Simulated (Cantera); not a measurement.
# Si₂H₆ + O₂ + N₂ (silicon oxide and oxynitride deposition)

Feed: 1 mol Si₂H₆, 0.79 mol O₂, 11 mol N₂, equilibrated at 0.100 bar.

Method: chemical equilibrium by Gibbs-energy minimisation in Cantera with the NASA 1993 tables (ideal gas, pure condensed phases). Candidate condensed phases: H₂O, Si, SiO₂, Si₂N₂O, Si₃N₄; 35 gas species. The feed counts by its element totals alone. N₂ is the only nitrogen source here; it is nearly inert below about 1500 K, so the nitride shown seldom forms there in practice. Mutual solubility and eutectic melting of coexisting phases are not modelled. The tables hold silica as quartz up to 1696 K and as liquid above; real silica turns to tridymite and cristobalite and melts near 1996 K. The numbers say what is thermodynamically allowed, not how fast it happens.

| T (K) | x N₂ | x H₂ | x SiO | x H | n SiO₂(β-quartz) | n Si₂N₂O(s) | n SiO₂(condensed) |
|---|---|---|---|---|---|---|---|
| 1148 | 0.773 | 0.227 | 2.13e-10 | 1.08e-7 | 0.386 | 0.807 | 0 |
| 1223 | 0.773 | 0.227 | 5.53e-9 | 4.53e-7 | 0.386 | 0.807 | 0 |
| 1298 | 0.773 | 0.227 | 9.78e-8 | 1.62e-6 | 0.386 | 0.807 | 0 |
| 1373 | 0.773 | 0.227 | 1.26e-6 | 5.02e-6 | 0.386 | 0.807 | 0 |
| 1448 | 0.773 | 0.227 | 1.23e-5 | 1.39e-5 | 0.386 | 0.807 | 0 |
| 1523 | 0.773 | 0.227 | 9.58e-5 | 3.48e-5 | 0.386 | 0.807 | 0 |
| 1598 | 0.772 | 0.227 | 0.000612 | 8.02e-5 | 0.383 | 0.804 | 0 |
| 1673 | 0.770 | 0.226 | 0.00330 | 0.000171 | 0.371 | 0.793 | 0 |
| 1748 | 0.762 | 0.222 | 0.0153 | 0.000341 | 0 | 0.739 | 0.317 |
| 1823 | 0.729 | 0.208 | 0.0625 | 0.000625 | 0 | 0.507 | 0.0856 |
x: gas mole fraction; n: condensed amount in mol.

From 1148 K to 1673 K the condensed part is SiO₂(β-quartz) + Si₂N₂O(s). From 1748 K to 1823 K the condensed part is SiO₂(condensed) + Si₂N₂O(s).
